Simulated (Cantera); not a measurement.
Input (Python, Cantera):

```python
import numpy as np
import cantera as ct

gas = ct.Solution("gri30.yaml", transport_model="mixture-averaged")
show = ['O', 'CH3', 'C2H2']

rows = []
print(f"{'T/K':>7s}{'rho':>11s}{'cp':>10s}{'mu':>11s}{'lambda':>11s}{'Pr':>7s}" + "".join(f"{'D_' + s:>11s}" for s in show))
for T in [400, 600, 800, 1000, 1200, 1400, 1600]:
    gas.TPX = T, 1333, {'NO': 0.71}
    Pr = gas.cp_mass * gas.viscosity / gas.thermal_conductivity
    D = [gas.mix_diff_coeffs_mole[gas.species_index(s)] for s in show]
    rows.append([gas.density, gas.cp_mass, gas.viscosity, gas.thermal_conductivity, Pr, *D])
    print(f"{T:7g}{gas.density:11.4e}{gas.cp_mass:10.1f}{gas.viscosity:11.4e}"
          f"{gas.thermal_conductivity:11.4e}{Pr:7.3f}" + "".join(f"{d:11.4e}" for d in D))
print("SI units: kg/m3, J/kg/K, Pa s, W/m/K, m2/s")
```

Output:

```
    T/K        rho        cp         mu     lambda     Pr        D_O      D_CH3     D_C2H2
    400 1.2027e-02     998.6 2.3120e-05 3.2415e-02  0.712 4.0070e-03 2.8157e-03 2.0986e-03
    600 8.0178e-03    1040.9 3.0618e-05 4.5123e-02  0.706 7.9770e-03 5.6688e-03 4.2654e-03
    800 6.0133e-03    1092.2 3.7097e-05 5.7252e-02  0.708 1.2922e-02 9.2285e-03 6.9747e-03
   1000 4.8107e-03    1132.7 4.2948e-05 6.8643e-02  0.709 1.8746e-02 1.3422e-02 1.0168e-02
   1200 4.0089e-03    1159.2 4.8363e-05 7.9343e-02  0.707 2.5382e-02 1.8199e-02 1.3807e-02
   1400 3.4362e-03    1181.0 5.3449e-05 8.9432e-02  0.706 3.2780e-02 2.3524e-02 1.7862e-02
   1600 3.0067e-03    1198.6 5.8275e-05 9.8988e-02  0.706 4.0902e-02 2.9369e-02 2.2312e-02
SI units: kg/m3, J/kg/K, Pa s, W/m/K, m2/s
```

Cantera simulation using GRI-Mech 3.0 (53 species, 325 reactions); the numbers are that mechanism's predictions, not measurements. The composition is frozen, though it would react at the higher temperatures.
